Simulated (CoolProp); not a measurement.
A simple Rankine cycle with R152A: condensing at 313.15 K, boiler at 3.38 MPa, turbine inlet 373.4 K, turbine efficiency 0.8, pump efficiency 0.6, no recuperator. Each further row changes one setting.

Values from CoolProp's reference Helmholtz-energy equation of state, Outcalt 1996. It is a modified Benedict-Webb-Rubin equation, recast in Helmholtz form.

```json
[
 {"case": "as stated", "thermal efficiency (%)": "9.3", "net work (kJ/kg)": "24.9", "heat in (kJ/kg)": "269", "turbine exit temperature (K)": "313.1", "volume ratio over the turbine": "4.33"},
 {"case": "turbine inlet 393.4 K", "thermal efficiency (%)": "[?]", "net work (kJ/kg)": "31.3", "heat in (kJ/kg)": "314", "turbine exit temperature (K)": "[?]", "volume ratio over the turbine": "3.91"},
 {"case": "condensing temperature 305.15 K", "thermal efficiency (%)": "10.5", "net work (kJ/kg)": "29.8", "heat in (kJ/kg)": "283", "turbine exit temperature (K)": "305.1", "volume ratio over the turbine": "5.41"},
 {"case": "boiler pressure 2.37 MPa", "thermal efficiency (%)": "7.8", "net work (kJ/kg)": "[?]", "heat in (kJ/kg)": "306", "turbine exit temperature (K)": "329.5", "volume ratio over the turbine": "2.66"},
 {"case": "turbine efficiency 0.7", "thermal efficiency (%)": "7.9", "net work (kJ/kg)": "[?]", "heat in (kJ/kg)": "269", "turbine exit temperature (K)": "313.1", "volume ratio over the turbine": "4.39"}
]
```

What belongs in the gaps?


- turbine inlet 393.4 K, thermal efficiency (%): 10.0
- turbine inlet 393.4 K, turbine exit temperature (K): 330.1
- boiler pressure 2.37 MPa, net work (kJ/kg): 23.8
- turbine efficiency 0.7, net work (kJ/kg): 21.2

The expansion ends wet for: as stated; condensing temperature 305.15 K; turbine efficiency 0.7.
